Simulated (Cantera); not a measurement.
Input (Python, Cantera) and output of one run.

```python
import numpy as np
import cantera as ct

gas_names = """
    CL CL2 N N2 Si SiCL SiCL2 SiCL3 SiCL4 SiN Si2 Si2N Si3
""".split()
cond_names = """
    Si(cr) Si(L) Si3N4(a)
""".split()


# ... load() reads the species with a 1 bar reference pressure and builds the phases ...
atoms = {
    'Si': {'Si': 1},
    'Cl2': {'CL': 2},
    'N2': {'N': 2},
}
top_T = {'Si3N4(a)': 2400}  # K; cautious upper limits of use, not melting points


# ... equilibrate(T, P, feed) seeds the gas with the atoms and calls Mixture.equilibrate('TP', solver="vcs", rtol=1e-11, max_steps=5000) ...
results = []
feed = {'Si': 1, 'Cl2': 8.4, 'N2': 0.43}  # mol
P = 2.1  # Pa
for T in [1023, 1098, 1173, 1248, 1323, 1398, 1473, 1548, 1623, 1698, 1773]:
    mix = equilibrate(T, P, feed)
    results.append((T, P, feed, dict(zip(mix.species_names, mix.species_moles))))

top = {s: max(r[3][s] / sum(r[3][g] for g in gas_names) for r in results) for s in gas_names}
cols = sorted((s for s in top if top[s] > 0.0001), key=lambda s: -top[s])[:8]
seen = [c for c in cond_names if any(r[3].get(c, 0) > 1e-12 for r in results)]
print("log10 of partial pressures in bar; condensed amounts in mol")
print(f"{'T/K':>10s}" + "".join(f"{s[:9]:>10s}" for s in cols + seen))
for T, P, feed, n in results:
    ng = sum(n[g] for g in gas_names)
    print(f"{T:10.4g}" + "".join(f"{np.log10(max(n[s] / ng * P / 1e5, 1e-99)):10.3f}" for s in cols)
          + "".join(f"{n.get(c, 0):10.4g}" for c in seen))
```

Result:

```
log10 of partial pressures in bar; condensed amounts in mol
       T/K        CL       CL2     SiCL4     SiCL2        N2     SiCL3
      1023    -5.673    -4.817    -5.594   -17.173    -5.961   -12.046
      1098    -5.283    -4.906    -5.629   -15.421    -5.996   -11.099
      1173    -4.998    -5.095    -5.690   -13.815    -6.057   -10.250
      1248    -4.830    -5.428    -5.760   -12.254    -6.127    -9.436
      1323    -4.759    -5.879    -5.805   -10.699    -6.171    -8.621
      1398    -4.735    -6.364    -5.827    -9.212    -6.189    -7.835
      1473    -4.727    -6.827    -5.857    -7.861    -6.197    -7.126
      1548    -4.724    -7.253    -5.998    -6.749    -6.209    -6.597
      1623    -4.720    -7.639    -6.517    -6.132    -6.236    -6.509
      1698    -4.719    -7.995    -7.376    -5.953    -6.250    -6.813
      1773    -4.718    -8.323    -8.284    -5.910    -6.253    -7.212
```

Cantera equilibrium calculation (NASA polynomials, part measured and part estimated; ideal gas, pure solids and liquids). The tables' values for SiCl3, SiCl are old estimates; treat these amounts as uncertain.
